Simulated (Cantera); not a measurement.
Feed: 1 mol TiO₂, 1 mol HCl, 6.7 mol O₂, held at 1025 K and 1.58 Torr.

These are equilibrium values from Cantera (NASA tables, ideal gas, pure condensed phases), not measurements of a reactor. Candidate condensed phases: H₂O, Ti, TiCl₂, TiCl₃, TiCl₄, TiO, TiO₂, Ti₂O₃, Ti₃O₅, Ti₄O₇; 23 gas species. Condensed phases not in the tables: TiOCl. The numbers say what is thermodynamically allowed, not how fast it happens.

Base state: O₂ 0.869, HCl 0.106, H₂O 0.0121, Cl₂ 0.0114, Cl 0.00130 (mole fractions); condensed: TiO₂(rutile).

Problem. What changes in the equilibrium state with this change: HCl from 1 to 8.6 mol?

Solution. 
```json
[
 {"species": "HCl", "before": "0.106", "after": "0.484"},
 {"species": "O₂", "before": "0.869", "after": "0.425"},
 {"species": "H₂O", "before": "0.0121", "after": "0.0452"},
 {"species": "Cl₂", "before": "0.0114", "after": "0.0439"},
 {"species": "Cl", "before": "0.00130", "after": "0.00256"},
 {"species": "TiO₂(rutile), mol", "before": "1.00", "after": "1.00"}
]
```

Problem. What changes in the equilibrium state with this change: temperature from 1025 K to 1573.15 K?

Solution. 
| species | before | after |
|---|---|---|
| O₂ | 0.869 | 0.851 |
| HCl | 0.106 | 0.0873 |
| Cl | 0.00130 | 0.0404 |
| Cl₂ | 0.0114 | 0.000393 |
| H₂O | 0.0121 | 0.0204 |
| O | 6.71e-9 | 0.000211 |
| OH | 4.29e-7 | 0.000430 |
| TiO₂(rutile), mol | 1.00 | 1.00 |
